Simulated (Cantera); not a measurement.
A counterflow diffusion flame at 0.987 atm, nozzles 20 mm apart: fuel side 66.2 % CO, 33.8 % H2 at 523 K, oxidiser side 22.0 % O2, 78.0 % N2 at 800 K, fuel mass flux 0.86 times the oxidiser's; mixture-averaged transport, no radiation.

Model: GRI-Mech 3.0 (53 species, 325 reactions), integrated in Cantera. The maximum strain rate includes the flame's own expansion and is several times the mean.

x: mole fraction; the columns are a selection and need not sum to one.

| oxidiser flux (kg/m²/s) | max strain (1/s) | mean strain (1/s) | T max (K) | peak x OH | peak x H | peak x NO | peak x CO |
|---|---|---|---|---|---|---|---|
| 0.6 | 436 | 127 | 2342 | 0.0154 | 0.0122 | [?] | 0.691 |
| 0.76 | 543 | 161 | 2308 | 0.0156 | 0.0134 | [?] | 0.690 |
| 0.97 | 684 | 206 | 2271 | 0.0157 | 0.0147 | [?] | 0.689 |
| 1.2 | 834 | 255 | 2239 | 0.0157 | 0.0158 | [?] | 0.689 |
| 1.6 | 1090 | 340 | 2192 | 0.0156 | 0.0175 | [?] | 0.688 |
| 2 | 1350 | 425 | 2155 | 0.0155 | 0.0189 | [?] | 0.688 |
| 2.6 | 1730 | 552 | 2115 | 0.0153 | 0.0207 | [?] | 0.688 |
| 3.3 | 2170 | 701 | 2073 | 0.0151 | 0.0224 | [?] | 0.688 |
| 4.1 | 2670 | 871 | 2036 | 0.0148 | 0.0239 | [?] | 0.688 |
| 5.3 | 3400 | 1130 | 1989 | 0.0143 | 0.0258 | [?] | 0.687 |

Problem. What belongs in the gaps?

Solution. 
- 0.6, peak x NO: 0.000331
- 0.76, peak x NO: 0.000254
- 0.97, peak x NO: 0.000193
- 1.2, peak x NO: 0.000153
- 1.6, peak x NO: 0.000113
- 2, peak x NO: 9.18e-5
- 2.6, peak x NO: 7.45e-5
- 3.3, peak x NO: 6.21e-5
- 4.1, peak x NO: 5.39e-5
- 5.3, peak x NO: 4.58e-5
